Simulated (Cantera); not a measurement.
A Cantera script and what it prints.

```python
import numpy as np
import cantera as ct

gas_names = [...]  # 49 gases of nasa_gas.yaml made of B, Cl, H, N, O
cond_names = """
    B(b) B(L) BN(s) B2O3(L) B3O3H3(cr) H2O(s) H2O(L) NH4CL(a) NH4CL(b)
""".split()


# ... load() reads the species with a 1 bar reference pressure and builds the phases ...
atoms = {
    'BCl3': {'B': 1, 'CL': 3},
    'O2': {'O': 2},
    'H2': {'H': 2},
    'NH3': {'N': 1, 'H': 3},
}
top_T = {'BN(s)': 3200}  # K; cautious upper limits of use, not melting points


# ... equilibrate(T, P, feed) seeds the gas with the atoms and calls Mixture.equilibrate('TP', solver="vcs", rtol=1e-11, max_steps=5000) ...
results = []
T = 1525  # K
P = 31000  # Pa
for m in [17, 24, 36, 52, 77, 110, 170]:
    feed = {'BCl3': 1, 'O2': 1.7, 'H2': m, 'NH3': 1.8}  # mol
    mix = equilibrate(T, P, feed)
    results.append((T, P, feed, dict(zip(mix.species_names, mix.species_moles))))

top = {s: max(r[3][s] / sum(r[3][g] for g in gas_names) for r in results) for s in gas_names}
cols = sorted((s for s in top if top[s] > 0.001), key=lambda s: -top[s])[:7]
seen = [c for c in cond_names if any(r[3].get(c, 0) > 1e-12 for r in results)]
print("log10 of partial pressures in bar; condensed amounts in mol")
print(f"{'n(H2)':>10s}" + "".join(f"{s[:9]:>10s}" for s in cols + seen))
for T, P, feed, n in results:
    ng = sum(n[g] for g in gas_names)
    print(f"{feed['H2']:10.4g}" + "".join(f"{np.log10(max(n[s] / ng * P / 1e5, 1e-99)):10.3f}" for s in cols)
          + "".join(f"{n.get(c, 0):10.4g}" for c in seen))
```

It prints:

```
log10 of partial pressures in bar; condensed amounts in mol
     n(H2)        H2       HCL       H2O        N2      HBO2   B2O3(L)
        17    -0.644    -1.379    -1.618    -1.902    -2.330    0.3263
        24    -0.608    -1.498    -1.743    -2.021    -2.392    0.3016
        36    -0.577    -1.648    -1.900    -2.171    -2.471    0.2653
        52    -0.557    -1.790    -2.052    -2.313    -2.547     0.224
        77    -0.542    -1.948    -2.221    -2.471    -2.631     0.169
       110    -0.533    -2.094    -2.380    -2.617    -2.711    0.1065
       170    -0.525    -2.276    -2.579    -2.799    -2.810  0.008201
```

Equilibrium computed with Cantera from the NASA thermochemical tables; the gas is ideal and each condensed phase is pure. The tables' values for BOCl are old estimates; treat these amounts as uncertain. Gases not in the tables: H3BO3.
